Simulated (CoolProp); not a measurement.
Saturation properties of the fluoroketone C6F12O (FK-5-1-12) (Tc = 441.8 K, pc = 1869 kPa, ω = 0.471).

Computed with CoolProp (reference Helmholtz-energy equation of state, McLinden 2015).

```json
[
 {"T (K)": "337.7", "p (kPa)": "168.4", "liquid density (kg/m³)": "1475", "vapour density (kg/m³)": "20.88", "enthalpy of vaporisation (kJ/kg)": "83.15", "liquid cp (kJ/(kg K))": "1.139"},
 {"T (K)": "348.5", "p (kPa)": "232.4", "liquid density (kg/m³)": "1436", "vapour density (kg/m³)": "28.67", "enthalpy of vaporisation (kJ/kg)": "79.57", "liquid cp (kJ/(kg K))": "1.154"},
 {"T (K)": "359.3", "p (kPa)": "313.6", "liquid density (kg/m³)": "1395", "vapour density (kg/m³)": "38.71", "enthalpy of vaporisation (kJ/kg)": "75.75", "liquid cp (kJ/(kg K))": "1.171"},
 {"T (K)": "370.2", "p (kPa)": "415.7", "liquid density (kg/m³)": "1351", "vapour density (kg/m³)": "51.72", "enthalpy of vaporisation (kJ/kg)": "71.58", "liquid cp (kJ/(kg K))": "1.192"},
 {"T (K)": "381", "p (kPa)": "540.1", "liquid density (kg/m³)": "1304", "vapour density (kg/m³)": "68.28", "enthalpy of vaporisation (kJ/kg)": "67.04", "liquid cp (kJ/(kg K))": "1.218"},
 {"T (K)": "391.8", "p (kPa)": "690.8", "liquid density (kg/m³)": "1252", "vapour density (kg/m³)": "89.69", "enthalpy of vaporisation (kJ/kg)": "61.99", "liquid cp (kJ/(kg K))": "1.251"},
 {"T (K)": "402.6", "p (kPa)": "871.6", "liquid density (kg/m³)": "1194", "vapour density (kg/m³)": "117.8", "enthalpy of vaporisation (kJ/kg)": "56.24", "liquid cp (kJ/(kg K))": "1.298"},
 {"T (K)": "413.4", "p (kPa)": "1087", "liquid density (kg/m³)": "1127", "vapour density (kg/m³)": "156.2", "enthalpy of vaporisation (kJ/kg)": "49.45", "liquid cp (kJ/(kg K))": "1.373"},
 {"T (K)": "424.2", "p (kPa)": "1342", "liquid density (kg/m³)": "1042", "vapour density (kg/m³)": "212.4", "enthalpy of vaporisation (kJ/kg)": "40.92", "liquid cp (kJ/(kg K))": "1.522"},
 {"T (K)": "435", "p (kPa)": "1646", "liquid density (kg/m³)": "917.5", "vapour density (kg/m³)": "311.3", "enthalpy of vaporisation (kJ/kg)": "28.37", "liquid cp (kJ/(kg K))": "2.080"}
]
```

It boils at 322.2 K under 1 atm.
